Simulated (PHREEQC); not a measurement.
Dissolve 99 mmol/kgw HBF4 and 79 mmol/kgw NaCl at 25 °C. It is in equilibrium with CO2 at log p = -2 (atm). Otherwise closed; pH follows from the charge balance.

Computed with PHREEQC (ion-association model, phreeqc.dat).

Precipitation was switched off in this run.

Question: Predict the pH.

Answer: pH 1.11.

Question: In which forms is F present?

Answer: BF4- 95 %, HF 3.6 %, BF3OH- 1.8 % of the F.

Real BF4- forms and hydrolyses slowly; the run takes it at equilibrium.
